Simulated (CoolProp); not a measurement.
Propylene glycol along the isotherm 346.85 °C: density (kg/m³) from the reference equation and from simpler models built on Tc = 400.8 °C, pc = 72.92 bar, ω = 0.327; each cubic takes its own stable root.

Values from CoolProp's reference Helmholtz-energy equation of state, Eisenbach 2021.

| p (bar) | phase | reference |
|---|---|---|
| 0.346 | gas | 0.5118 |
| 0.559 | gas | 0.8280 |
| 0.903 | gas | 1.340 |
| 1.46 | gas | 2.175 |
| 2.36 | gas | 3.536 |
| 3.81 | gas | 5.763 |
| 6.15 | gas | 9.451 |
| 9.94 | gas | 15.70 |
| 16.1 | gas | 26.73 |
| 25.9 | gas | 47.47 |
| 41.9 | liquid | 673.3 |
| 67.7 | liquid | 686.7 |
| 109 | liquid | 704.1 |

### Question
How far does each simpler model (van der Waals, Redlich-Kwong, Soave-Redlich-Kwong, Peng-Robinson) lie from the reference over these 13 states: mean and median of the absolute difference, and the worst?

### Answer
- van der Waals: mean 12.7 %, median 0.8 %, worst -87.3 % at 346.85 °C and 41.9 bar
- Redlich-Kwong: mean 8.7 %, median 0.2 %, worst -86.3 % at 346.85 °C and 41.9 bar
- Soave-Redlich-Kwong: mean 2.1 %, median 0.0 %, worst -11.3 % at 346.85 °C and 41.9 bar
- Peng-Robinson: mean 0.9 %, median 0.3 %, worst +5.5 % at 346.85 °C and 109 bar

At some of these states van der Waals, Redlich-Kwong gives the other phase, because its saturation line lies elsewhere.
